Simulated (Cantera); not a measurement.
Input: 1 mol Si2Cl6, 290 mol H2, equilibrated at 23.0 mbar.

Cantera equilibrium calculation (NASA polynomials, part measured and part estimated; ideal gas, pure solids and liquids). Candidate condensed phases: Si; 19 gas species. The feed counts by its element totals alone. Gases not in the tables: Si2H6 and higher silanes. Kinetics and transport are ignored.

Over these rows the condensed part is Si(s). Partial pressures as log10 of bar:

```csv
T (K),1000/T (1/K),log p SiHCl3,log p H2,log p HCl
1300,0.7692,-6.52,-1.65,-3.37
1375,0.7273,-6.99,-1.65,-3.37
1450,0.6897,-7.41,-1.65,-3.38
1525,0.6557,-7.79,-1.65,-3.38
1600,0.6250,-8.13,-1.65,-3.38
1675,0.5970,?,-1.65,-3.38
```

Problem. Fit log p(SiHCl3) = a + b·(1000/T) to the five rows, give the apparent enthalpy, and predict the row at 1675 K.

Solution. Means: 1000/T = 0.6934, log p = -7.368. Sxy = 0.145278, Sxx = 0.0130084, so b = 11.17 and a = -7.368 − (11.17)×0.6934 = -15.11.
Apparent enthalpy: −19.145 × (11.17) = -214 kJ/mol. With the condensed phases at unit activity, Si(s) + 3 HCl(g) = SiHCl3(g) + H2(g) links this pressure to the main gases: over the six rows their terms move log p by -0.03 in all, so the slope is close to that reaction's ΔH°. The five rows lie within 0.01 of the line.
Prediction at 1675 K: -15.11 + (11.17)×0.5970 = -8.44. The computed value is -8.45, 0.01 from the line.
